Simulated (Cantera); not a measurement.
Input: 1 mol SiH2Cl2, 12 mol N2, at 3.08 Torr.

These are equilibrium values from Cantera (NASA tables, ideal gas, pure condensed phases), not measurements of a reactor. Candidate condensed phases: NH4Cl, Si, Si3N4; 28 gas species. N2 is the only nitrogen source here; it is nearly inert below about 1500 K, so the nitride shown seldom forms there in practice. The numbers say what is thermodynamically allowed, not how fast it happens.

Which condensed phases are stable at each of these points (T (°C)): 727, 827, 927, 1027, 1127, 1227, 1327, 1427, 1527, 1627, 1727, 1827?


```tsv
T (°C)	condensed phases	Si condensed (%)
727	Si3N4(s)	84.6
827	Si3N4(s)	85.6
927	Si3N4(s)	85.7
1027	Si3N4(s)	82.6
1127	Si3N4(s)	71.5
1227	Si3N4(s)	54.5
1327	Si3N4(s)	38.3
1427	Si3N4(s)	25.7
1527	Si(l)	20.8
1627	Si(l)	18.1
1727	Si(l)	6.8
1827	gas only	0.0
```

From 727 °C to 1427 °C the condensed part is Si3N4(s). From 1527 °C to 1727 °C the condensed part is Si(l). At 1827 °C nothing is condensed.
